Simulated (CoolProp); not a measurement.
The numbers come from the reference Helmholtz-energy equation of state, Thol 2019 in CoolProp.

Give the vapour pressure (MPa), enthalpy of vaporisation (kJ/kg), liquid cp (kJ/(kg K)), vapour Z of saturated decamethylcyclopentasiloxane (D5) at 351.5, 394.1 K.


```json
[
 {"T (K)": "351.5", "p (MPa)": "0.000819", "enthalpy of vaporisation (kJ/kg)": "155", "liquid cp (kJ/(kg K))": "1.77", "vapour Z": "0.998"},
 {"T (K)": "394.1", "p (MPa)": "0.00629", "enthalpy of vaporisation (kJ/kg)": "140", "liquid cp (kJ/(kg K))": "1.84", "vapour Z": "0.988"}
]
```
